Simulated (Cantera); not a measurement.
Charge: 1 mol Al(CH3)3, 0.26 mol H2O, 75 mol N2, held at 0.100 bar.

Cantera equilibrium calculation (NASA polynomials, part measured and part estimated; ideal gas, pure solids and liquids). Candidate condensed phases: Al, AlN, Al2O3, C, C6H6, C7H8, C8H18, H2O; 148 gas species. The feed counts by its element totals alone. Mutual solubility and eutectic melting of coexisting phases are not modelled. Equilibrium is a limit: real reactors are often held back by kinetics, nucleation or transport.

Q: At 1075 K, list the 4 most abundant gas species with their mole fractions, and the condensed phases.

A: N2 0.940, H2 0.0600, CO 4.38e-5, CH4 1.62e-5. Condensed: AlN(s) + Al2O3(s) + C(graphite).
